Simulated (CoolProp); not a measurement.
Vapour-liquid equilibrium of benzene (1) + n-dodecane (2) at 0.069 MPa; x and y are mole fractions of (1).

Model: multi-fluid Helmholtz-energy mixture model, Thol 2012 and Lemmon 2004; pair parameters Bell 2016, in CoolProp.

### Question
Give the bubble temperature and the first vapour's composition at x = 0.05, 0.45, 0.95. Is there an azeotrope?

### Answer
x = 0.05: 177.8 °C, y = 0.483; x = 0.45: 92.8 °C, y = 0.988; x = 0.95: 69.6 °C, y = 1.000. No azeotrope shows between x = 0.05 and 0.95.

Pair parameters are fitted to limited data, so mixtures are less certain than the pure fluids. The gap from Raoult's law changes sign with composition, which may be real or a fault of the pair parameters; it wasn't checked against measurements.
